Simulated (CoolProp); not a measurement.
1000 sccm (0 °C, 1 atm) of nitrogen bubbles through liquid n-heptane at 345.8 K and leaves saturated at a total pressure of 0.15 MPa (ideal gas phase). Each further row changes one setting.

Model: reference Helmholtz-energy equation of state, Span 2003, in CoolProp. It is a short technical equation, of lower accuracy than the large ones.

```csv
case,vapour pressure (kPa),mole fraction of vapour,delivery (mg/min),delivery (sccm),change of delivery for a bath 1 K warmer (%)
as stated,44.5,[?],[?],[?],5.1
bath temperature 350.8 K,[?],[?],2430,[?],5.4
total pressure 0.3 MPa,44.5,0.148,[?],[?],4.2
```

Problem. Complete the blanks.

Solution. 
- as stated, mole fraction of vapour: 0.296
- as stated, delivery (mg/min): 1880
- as stated, delivery (sccm): 421
- bath temperature 350.8 K, vapour pressure (kPa): 52.8
- bath temperature 350.8 K, mole fraction of vapour: 0.352
- bath temperature 350.8 K, delivery (sccm): 543
- total pressure 0.3 MPa, delivery (mg/min): 778
- total pressure 0.3 MPa, delivery (sccm): 174
